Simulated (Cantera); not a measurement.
Feed: 1 mol CuF2, 0.53 mol H2, a varied amount of N2, equilibrated at 1.50e-6 bar.

These are equilibrium values from Cantera (NASA tables, ideal gas, pure condensed phases), not measurements of a reactor. Candidate condensed phases: Cu, CuF2; 25 gas species. Equilibrium is a limit: real reactors are often held back by kinetics, nucleation or transport.

Q: What condenses at these points (T in K, n(N2) in mol): (1173, 4.4); (1623, 26); (1573, 87); (1173, 8.1); (1373, 0.41)?

A: 
```json
[
 {"T (K)": "1173", "n(N2) in mol": "4.4", "condensed phases": "Cu", "Cu condensed (%)": "3.6"},
 {"T (K)": "1623", "n(N2) in mol": "26", "condensed phases": "gas only", "Cu condensed (%)": "0.0"},
 {"T (K)": "1573", "n(N2) in mol": "87", "condensed phases": "gas only", "Cu condensed (%)": "0.0"},
 {"T (K)": "1173", "n(N2) in mol": "8.1", "condensed phases": "Cu", "Cu condensed (%)": "2.2"},
 {"T (K)": "1373", "n(N2) in mol": "0.41", "condensed phases": "gas only", "Cu condensed (%)": "0.0"}
]
```
